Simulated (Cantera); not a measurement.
A closed system holds: 1 mol MgO, 0.11 mol Cl2, 6.6 mol H2, equilibrated at 1 atm.

Equilibrium computed with Cantera from the NASA thermochemical tables; the gas is ideal and each condensed phase is pure. Candidate condensed phases: H2O, Mg, MgCl2, MgO, Mg(OH)2; 22 gas species. Kinetics and transport are ignored.

Problem. Which condensed phases are stable at each of these points (T (K)): 973, 1073, 1173, 1273, 1373, 1473, 1573, 1673, 1773?

Solution. 
| T (K) | condensed phases | Mg condensed (%) |
|---|---|---|
| 973 | MgCl2(s) + MgO(s) | 99.9 |
| 1073 | MgO(s) | 99.8 |
| 1173 | MgO(s) | 99.7 |
| 1273 | MgO(s) | 99.4 |
| 1373 | MgO(s) | 99.1 |
| 1473 | MgO(s) | 98.7 |
| 1573 | MgO(s) | 98.2 |
| 1673 | MgO(s) | 97.7 |
| 1773 | MgO(s) | 97.1 |

At 973 K the condensed part is MgCl2(s) + MgO(s). From 1073 K to 1773 K the condensed part is MgO(s).
